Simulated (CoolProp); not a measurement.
Model: reference Helmholtz-energy equation of state, Lemmon 2016, in CoolProp.

Q: For R227EA, give the phase and the cv (kJ/(kg K)), speed of sound (m/s), Joule-Thomson coefficient (K/MPa), conductivity (mW/(m K)) at 416.9 K and 16.3 bar; 416.9 K and 40.6 bar.

A: 
- 416.9 K and 16.3 bar: gas; cv 0.941, speed of sound 129, Joule-Thomson coefficient 7.17, conductivity 24.2
- 416.9 K and 40.6 bar: supercritical; cv 0.995, speed of sound 99.4, Joule-Thomson coefficient 8.90, conductivity 31.8

Thermal conductivity comes from a separate model (Huber 2003), an estimate that may be off by 10 % or more.
